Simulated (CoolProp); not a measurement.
A Linde-Hampson liquefier for nitrogen: isothermal reversible compression at 200 K from 1 atm to 20 MPa, throttling to 1 atm, return gas leaving the recuperator 0 K below the feed. Each further row changes one setting.

Computed with CoolProp (reference Helmholtz-energy equation of state, Span 2000).

```csv
case,liquid yield per pass,compression work (kJ/kg of gas)
as stated,0.234,296
high pressure 40 MPa,0.257,340
warm-end temperature 230 K,0.161,351
warm-end gap 5 K,0.221,296
```
